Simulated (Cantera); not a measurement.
Charge: 1 mol TiN, 29 mol HCl, 15 mol N2, 0.4 mol O2, equilibrated at 777 °C and 38.0 Pa.

Cantera equilibrium calculation (NASA polynomials, part measured and part estimated; ideal gas, pure solids and liquids). Candidate condensed phases: H2O, NH4Cl, Ti, TiCl2, TiCl3, TiCl4, TiN, TiO, TiO2, Ti2O3, Ti3O5, Ti4O7; 38 gas species. Condensed phases not in the tables: TiOCl. Kinetics and transport are ignored.

Base state: HCl 0.606, N2 0.353, H2 0.0269, TiCl4 0.0129, TiCl3 0.000756, H2O 1.87e-5 (mole fractions); condensed: TiO2(rutile).

Task: What changes in the equilibrium state with this change: O2 from 0.4 to 0.74 mol?

Result: 
```
species              before     after
-----------------  --------  --------
HCl                   0.606     0.632
N2                    0.353     0.350
H2                   0.0269    0.0116
TiCl4                0.0129   0.00568
TiCl3              0.000756  0.000210
H2O                 1.87e-5   3.06e-5
TiO2(rutile), mol     0.400     0.739
```
